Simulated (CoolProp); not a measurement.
Values from CoolProp's reference Helmholtz-energy equation of state, de Reuck 1990.

Question: Give the vapour pressure (MPa), liquid density (kg/m³), liquid cp (kJ/(kg K)) of saturated fluorine at -171.05, -156.35, -141.55 °C.

Answer: 
| T (°C) | p (MPa) | liquid density (kg/m³) | liquid cp (kJ/(kg K)) |
|---|---|---|---|
| -171.05 | 0.505 | 1370 | 1.60 |
| -156.35 | 1.36 | 1240 | 1.78 |
| -141.55 | 2.97 | 1060 | 2.44 |
